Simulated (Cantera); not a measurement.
Feed: 1 mol C2F6, 8.4 mol H2, at 4.90 Pa.

These are equilibrium values from Cantera (NASA tables, ideal gas, pure condensed phases), not measurements of a reactor. Candidate condensed phases: C, C6H6, C7H8, C8H18; 95 gas species. The feed counts by its element totals alone. Rates play no part.

Over these rows the condensed part is C(graphite). Partial pressures as log10 of bar:

| T (K) | 1000/T (1/K) | log p C2H2 (acetylene) | log p HF | log p H2 |
|---|---|---|---|---|
| 1098 | 0.9107 | -12.53 | -4.59 | -4.63 |
| 1298 | 0.7704 | -10.89 | -4.59 | -4.63 |
| 1498 | 0.6676 | -9.69 | -4.59 | -4.64 |
| 1698 | 0.5889 | -8.79 | -4.59 | -4.64 |
| 1898 | 0.5269 | ? | -4.60 | -4.69 |
| 2098 | 0.4766 | -7.68 | -4.64 | -4.84 |

Question: Fit log p(C2H2 (acetylene)) = a + b·(1000/T) to the five rows, give the apparent enthalpy, and predict the row at 1898 K.

Answer: Means: 1000/T = 0.6828, log p = -9.916. Sxy = -1.251283, Sxx = 0.1111789, so b = -11.25 and a = -9.916 − (-11.25)×0.6828 = -2.23.
Apparent enthalpy: −19.145 × (-11.25) = 215 kJ/mol. With the condensed phases at unit activity, 2 C(graphite) + H2(g) = C2H2 (acetylene)(g) links this pressure to the main gases: over the six rows their terms move log p by -0.21 in all, so the slope is close to that reaction's ΔH°. The five rows lie within 0.09 of the line.
Prediction at 1898 K: -2.23 + (-11.25)×0.5269 = -8.16. The computed value is -8.11, 0.05 from the line.
